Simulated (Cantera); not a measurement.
A freely propagating, adiabatic, planar premixed flame of 18.2 % H₂, 17.2 % O₂, 64.6 % N₂, equivalence ratio 0.53, unburnt at 300 K and 1.01 bar; mixture-averaged transport, grid criteria slope 0.08 and curve 0.16, no radiation.

Computed with Cantera and the H2/O2 subset of GRI-Mech 3.0, which has no nitrogen chemistry. Burning velocities carry a grid error of a few per cent, more on coarse grids. Lean hydrogen flames are cellular in practice and burn faster than this planar one.

Question: Predict: laminar burning velocity; thermal thickness; peak x(H); peak x(HO₂); peak x(OH); peak x(H₂O₂).

Answer: 
```json
{
  "laminar_burning_velocity": "49.5 cm/s",
  "thermal_thickness": "0.434 mm",
  "peak x(H)": "0.00371",
  "peak x(HO₂)": "0.000315",
  "peak x(OH)": "0.00434",
  "peak x(H₂O₂)": "8.53e-5"
}
```
